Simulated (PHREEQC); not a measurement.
Dissolve 1.7 mmol/kgw Na2SiO3 at 25 °C. Closed to the air; pH follows from the charge balance.

Equilibrium calculation in PHREEQC: ion-association model, wateq4f.dat.

Precipitation was switched off in this run.

Question: Estimate the pH, ionic strength.

Answer: pH 11.21; ionic strength 0.00342 mol/kgw.

Question: In which forms is Si present?

Answer: H3SiO4- 95 %, H4SiO4 3.7 %, H2SiO4-2 1.3 % of the Si.

Species that the database lacks are ignored.
